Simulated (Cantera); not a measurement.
An adiabatic, constant-pressure homogeneous reactor starts with 25.8 % CO, 17.3 % H2, 12.0 % O2, 44.9 % N2, equivalence ratio 1.8, at 1150 K and 500000 Pa.

Cantera simulation using GRI-Mech 3.0 (53 species, 325 reactions); the numbers are that mechanism's predictions, not measurements. The hydrogen kinetics of GRI-Mech 3.0 are dated; newer H2 mechanisms differ, most at raised pressure.

One state of this run: T (K) = 2769; x CO = 0.184; x H2 = 0.0375; x O2 = 0.00121; x NO = 0.00215; x H2O2 = 1.39e-7. x: mole fraction; the columns are a selection and need not sum to one.

**Question.** Which value of t (s) does it belong to?
A) 0.00464
B) 2.78e-5
C) 7.74e-5
D) 1.00e-5

**Answer.** A, 0.00464
